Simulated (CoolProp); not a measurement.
Vapour-liquid equilibrium of p-xylene (1) + n-nonane (2) at 0.405 MPa; x and y are mole fractions of (1).

The numbers come from the multi-fluid Helmholtz-energy mixture model, Zhou 2012 and Lemmon 2006; pair parameters Bell 2016 in CoolProp.

```tsv
x	bubble temperature, mixture model (K)	bubble temperature, Raoult's law (K)	y, mixture model	y, Raoult's law
0.05	484.4	484.6	0.063	0.063
0.2	[?]	482.4	0.238	0.243
0.35	480.0	480.4	0.400	0.410
0.5	[?]	478.4	[?]	0.564
0.65	476.3	476.4	[?]	0.706
0.8	474.5	474.5	[?]	0.838
0.95	472.7	472.7	[?]	0.961
```

Question: Some entries are withheld; supply them.

Answer: 
- 0.2, bubble temperature, mixture model (K): 482.1
- 0.5, bubble temperature, mixture model (K): 478.1
- 0.5, y, mixture model: 0.552
- 0.65, y, mixture model: 0.695
- 0.8, y, mixture model: 0.831
- 0.95, y, mixture model: 0.959

The largest gap from Raoult's law is -0.4 K in bubble temperature, at x = 0.35. No azeotrope shows between x = 0.05 and 0.95.

The pair parameters rest on a limited set of measurements; away from them the model extrapolates.
